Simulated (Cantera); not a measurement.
Feed: 1 mol Cu, 0.85 mol CO2, 0.81 mol CO, equilibrated at 750 Torr.

Cantera equilibrium calculation (NASA polynomials, part measured and part estimated; ideal gas, pure solids and liquids). Candidate condensed phases: C, Cu, CuO, Cu2O; 15 gas species. Rates play no part. All values below are at 1723 K.

Base state: CO2 0.512, CO 0.488, Cu 0.000213 (mole fractions); condensed: Cu(l).

Q: What changes in the equilibrium state with this change: 0.78 mol H2 added?

A: 
| species | before | after |
|---|---|---|
| CO | 0.488 | 0.506 |
| H2O | 0 | 0.175 |
| CO2 | 0.512 | 0.174 |
| H2 | 0 | 0.145 |
| Cu | 0.000213 | 0.000213 |
| H | 0 | 6.94e-5 |
| Cu(l), mol | 1.000 | 0.999 |
Further candidate phases: C6H6, C7H8, C8H18, Cu(OH)2, H2O.
